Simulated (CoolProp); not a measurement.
The numbers come from the reference Helmholtz-energy equation of state, Colonna 2008 in CoolProp. It is a short technical equation, of lower accuracy than the large ones.

Task: For dodecamethylcyclohexasiloxane (D6), give the phase and the isothermal compressibility (1/MPa), expansivity (1/kK) at 241.45 °C and 0.32 bar; 241.45 °C and 1.92 bar; 241.45 °C and 2.24 bar.

Result: 
- 241.45 °C and 0.32 bar: gas; isothermal compressibility 32.2, expansivity 2.13
- 241.45 °C and 1.92 bar: liquid; isothermal compressibility 0.0148, expansivity 2.05
- 241.45 °C and 2.24 bar: liquid; isothermal compressibility 0.0147, expansivity 2.04
